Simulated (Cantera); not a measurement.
What does this Cantera script print?

```python
import numpy as np
import cantera as ct

gas_names = """
    H HNO HNO2 HNO3 HO2 H2 H2O H2O2 N NH NH2 NH3 NH2OH NO NO2 NO3 N2 N2H2 N2H4 N2O O OH O2 O3 Zr ZrN ZrO
    ZrO2
""".split()
cond_names = """
    H2O(s) H2O(L) Zr(a) Zr(b) Zr(L) ZrN(s) ZrN(L) ZrO2(a) ZrO2(b) ZrO2(L)
""".split()


def load(file, names, dense=False):
    # The tables refer to 1 bar. Condensed volumes are neglected.
    table = {s.name: s for s in ct.Species.list_from_file(file)}
    out = []
    for n in names:
        d = dict(table[n].input_data)
        d["thermo"] = dict(d["thermo"], **{"reference-pressure": 1e5})
        if dense:
            d["equation-of-state"] = {"model": "constant-volume", "density": "1e6 g/cm^3"}
        out.append(ct.Species.from_dict(d))
    return out


gas = ct.Solution(thermo="ideal-gas", species=load("nasa_gas.yaml", gas_names))
cond = {s.name: ct.Solution(thermo="fixed-stoichiometry", species=[s], name=s.name)
        for s in load("nasa_condensed.yaml", cond_names, dense=True)}
atoms = {
    'ZrO2': {'Zr': 1, 'O': 2},
    'H2': {'H': 2},
    'N2': {'N': 2},
}
top_T = {}  # K; cautious upper limits of use, not melting points


def equilibrate(T, P, feed):
    n = {}
    for name, mol in feed.items():
        for a, k in atoms[name].items():
            n[a] = n.get(a, 0.0) + k * mol
    gas.TPX = T, P, n
    mass = sum(n.values()) * gas.mean_molecular_weight
    gas.equilibrate("TP")
    valid = [c for c in cond.values() if c.min_temp <= T <= top_T.get(c.name, c.max_temp)]
    mix = ct.Mixture([(gas, mass / gas.mean_molecular_weight)] + [(c, 0.0) for c in valid])
    mix.T, mix.P = T, P
    mix.equilibrate("TP", solver="vcs", rtol=1e-11, max_steps=5000)
    return mix


results = []
feed = {'ZrO2': 1, 'H2': 0.38, 'N2': 0.67}  # mol
P = 49  # Pa
for T in [1448, 1548, 1648, 1748, 1848, 1948, 2048, 2148]:
    mix = equilibrate(T, P, feed)
    results.append((T, P, feed, dict(zip(mix.species_names, mix.species_moles))))

top = {s: max(r[3][s] / sum(r[3][g] for g in gas_names) for r in results) for s in gas_names}
cols = sorted((s for s in top if top[s] > 1e-05), key=lambda s: -top[s])[:9]
seen = [c for c in cond_names if any(r[3].get(c, 0) > 1e-12 for r in results)]
print("log10 of partial pressures in bar; condensed amounts in mol")
print(f"{'T/K':>10s}" + "".join(f"{s[:9]:>10s}" for s in cols + seen))
for T, P, feed, n in results:
    ng = sum(n[g] for g in gas_names)
    print(f"{T:10.4g}" + "".join(f"{np.log10(max(n[s] / ng * P / 1e5, 1e-99)):10.3f}" for s in cols)
          + "".join(f"{n.get(c, 0):10.4g}" for c in seen))
```

Result:

```
log10 of partial pressures in bar; condensed amounts in mol
       T/K        N2        H2         H       ZrO       H2O    ZrN(s)   ZrO2(a)   ZrO2(b)
      1448    -3.505    -3.751    -6.911   -16.723    -9.321 5.121e-07         1         0
      1548    -3.505    -3.752    -6.388   -14.857    -9.062   9.3e-07         0         1
      1648    -3.505    -3.753    -5.927   -13.221    -8.837  1.56e-06         0         1
      1748    -3.506    -3.756    -5.519   -11.776    -8.641 2.456e-06         0         1
      1848    -3.508    -3.763    -5.157   -10.490    -8.470 3.629e-06         0         1
      1948    -3.511    -3.776    -4.835    -9.337    -8.325  4.69e-06         0         1
      2048    -3.518    -3.801    -4.550    -8.299    -8.207 1.448e-06         0         1
      2148    -3.528    -3.844    -4.302    -7.728    -7.752         0         0         1
```

These are equilibrium values from Cantera (NASA tables, ideal gas, pure condensed phases), not measurements of a reactor.
